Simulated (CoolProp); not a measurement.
R1132(E) along the isotherm 372.8 K: Z from the reference equation and from simpler models built on Tc = 348.8 K, pc = 51.74 bar, ω = 0.245; each cubic takes its own stable root.

Values from CoolProp's reference Helmholtz-energy equation of state, Akasaka 2024.

```tsv
p (bar)	phase	reference	Redlich-Kwong	Peng-Robinson
2.87	gas	0.9845	0.9843	0.9828
5.75	gas	0.9687	0.9682	0.9653
8.62	gas	___	0.9519	0.9477
11.5	gas	0.9362	___	0.9297
14.4	gas	0.9193	___	0.9114
17.2	gas	0.9026	0.9012	0.8934
20.1	gas	0.8849	0.8832	0.8744
23	gas	___	0.8648	___
25.9	gas	___	0.8460	0.8355
```

Task: Fill in the missing entries.

Result: 
- 8.62, reference: 0.9527
- 11.5, Redlich-Kwong: 0.9352
- 14.4, Redlich-Kwong: 0.9181
- 23, reference: 0.8667
- 23, Peng-Robinson: 0.8551
- 25.9, reference: 0.8481
